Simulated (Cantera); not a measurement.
Equilibrium for abatement and gas-phase synthesis: HI + H₂O + O₂ + H₂

A closed system holds: 1 mol HI, 2.7 mol H₂O, 0.15 mol O₂, 0.71 mol H₂, equilibrated at 0.450 Torr.

Equilibrium computed with Cantera from the NASA thermochemical tables; the gas is ideal and each condensed phase is pure. Candidate condensed phases: H₂O, I₂; 12 gas species. Equilibrium is a limit: real reactors are often held back by kinetics, nucleation or transport.

From 1225 K to 1725 K nothing is condensed.

| T (K) | x H₂O | x I | x H₂ | x HI | x H | x OH |
|---|---|---|---|---|---|---|
| 1225 | 0.620 | 0.178 | 0.174 | 0.0277 | 5.31e-6 | 1.72e-7 |
| 1275 | 0.617 | 0.185 | 0.177 | 0.0209 | 1.27e-5 | 5.14e-7 |
| 1325 | 0.616 | 0.189 | 0.179 | 0.0159 | 2.82e-5 | 1.42e-6 |
| 1375 | 0.615 | 0.193 | 0.180 | 0.0123 | 5.94e-5 | 3.65e-6 |
| 1425 | 0.614 | 0.195 | 0.181 | 0.00964 | 0.000119 | 8.78e-6 |
| 1475 | 0.613 | 0.197 | 0.182 | 0.00765 | 0.000226 | 1.99e-5 |
| 1525 | 0.613 | 0.198 | 0.183 | 0.00615 | 0.000413 | 4.30e-5 |
| 1575 | 0.612 | 0.199 | 0.183 | 0.00500 | 0.000726 | 8.82e-5 |
| 1625 | 0.612 | 0.200 | 0.183 | 0.00411 | 0.00123 | 0.000173 |
| 1675 | 0.611 | 0.200 | 0.183 | 0.00342 | 0.00203 | 0.000328 |
| 1725 | 0.610 | 0.201 | 0.183 | 0.00286 | 0.00324 | 0.000596 |
x: gas mole fraction; nothing condenses.
